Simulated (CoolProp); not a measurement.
Computed with CoolProp (reference Helmholtz-energy equation of state, Span 2000).

### Question
Give the vapour pressure (bar), liquid cp (kJ/(kg K)), vapour viscosity (µPa s) of saturated nitrogen at 102.5 K.

### Answer
| T (K) | p (bar) | liquid cp (kJ/(kg K)) | vapour viscosity (µPa s) |
|---|---|---|---|
| 102.5 | 9.22 | 2.39 | 7.70 |

Viscosity comes from a separate model (Lemmon 2004).
